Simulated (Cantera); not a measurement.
An isothermal, constant-pressure homogeneous reactor starts with CO : O2 : H2O : N2 = 0.0034 : 0.023 : 0.099 : 1 (molar parts), equivalence ratio 0.074, at 1475 K and 0.230 bar.

Detailed kinetics in Cantera: GRI-Mech 3.0 (53 species, 325 reactions).

x: mole fraction; the columns are a selection and need not sum to one.

```
t (s)           x CO    x O2   x H2O      x H2O2        x OH
--------  ----------  ------  ------  ----------  ----------
2.00e-5      0.00302  0.0204  0.0880    3.04e-12     1.13e-9
7.23e-5      0.00302  0.0204  0.0880    2.20e-11  (withheld)
0.000262     0.00302  0.0204  0.0880    9.05e-11     2.84e-8
0.000946     0.00302  0.0204  0.0880    2.30e-10     2.73e-7
0.00342      0.00298  0.0204  0.0879     1.85e-9     3.29e-5
0.0124       9.11e-5  0.0190  0.0871     7.99e-8    0.000756
0.0447       5.96e-6  0.0189  0.0879     1.79e-8    0.000254
0.162     (withheld)  0.0189  0.0880  (withheld)  (withheld)
0.585        1.96e-7  0.0189  0.0881     1.25e-9     5.20e-5
2.11         1.54e-7  0.0189  0.0881     1.04e-9     4.67e-5
7.65         1.54e-7  0.0189  0.0881     1.04e-9     4.67e-5
27.7         1.54e-7  0.0189  0.0881     1.04e-9     4.67e-5
100          1.54e-7  0.0189  0.0881     1.04e-9     4.67e-5
```

Q: Fill in the missing entries.

A: 
- 7.23e-5, x OH: 5.07e-9
- 0.162, x CO: 7.51e-7
- 0.162, x H2O2: 3.62e-9
- 0.162, x OH: 9.63e-5
